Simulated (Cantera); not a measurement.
A perfectly stirred reactor is fed with H2 : O2 = 0.012 : 1 (molar parts), equivalence ratio 0.0060, at 0.00711 atm; it is held at 1025 K, and followed from long to short residence time.

Computed with Cantera and GRI-Mech 3.0 (53 species, 325 reactions). Radical loss at walls, strong at low pressure, is not modelled.

```
quantity                  before     after
----------------------  --------  --------
x(H2) at τ = 0.640 s    0.000215  0.000841
x(O2) at τ = 0.640 s       0.985     0.916
x(H2O) at τ = 0.640 s     0.0114    0.0766
x(O) at τ = 0.640 s      0.00274   0.00455
x(H2O2) at τ = 0.640 s   1.96e-8   9.20e-8
x(H2) at τ = 36.0 ms     0.00143   0.00452
x(O2) at τ = 36.0 ms       0.981     0.899
x(H2O) at τ = 36.0 ms    0.00941    0.0660
x(O) at τ = 36.0 ms      0.00571    0.0175
x(H2O2) at τ = 36.0 ms   4.87e-8   1.14e-7
```

### Question
Which change was made?
A. temperature 1025 to 1173 K
B. pressure from 0.00711 atm to 0.0263 atm
C. temperature 1025 to 1350 K
D. H2 0.012 to 0.082 parts

### Answer
D, H2 0.012 to 0.082 parts
